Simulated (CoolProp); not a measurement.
R1132(E) along the isotherm 314.3 K: density (kg/m³) from the reference equation and from simpler models built on Tc = 348.8 K, pc = 5.174 MPa, ω = 0.245; each cubic takes its own stable root.

Computed with CoolProp (reference Helmholtz-energy equation of state, Akasaka 2024).

| p (MPa) | phase | reference | van der Waals | Redlich-Kwong |
|---|---|---|---|---|
| 0.542 | gas | 14.04 | 13.85 | 13.98 |
| 1.08 | gas | 29.84 | 28.95 | 29.52 |
| 1.62 | gas | 48.41 | 45.91 | 47.43 |
| 2.17 | gas | 71.95 | 65.82 | 69.29 |
| 2.71 | liquid | 850.4 | 89.54 | 97.12 |
| 3.25 | liquid | 856.6 | 121.5 | 689.6 |
| 3.79 | liquid | 862.4 | 515.0 | 700.8 |
| 4.33 | liquid | 867.8 | 526.6 | 710.9 |
| 4.88 | liquid | 873.0 | 536.5 | 720.3 |
| 5.42 | liquid | 877.8 | 545.0 | 728.7 |
| 5.96 | liquid | 882.4 | 552.5 | 736.6 |
| 6.5 | liquid | 886.8 | 559.2 | 744.0 |

At some of these states van der Waals, Redlich-Kwong gives the other phase, because its saturation line lies elsewhere.
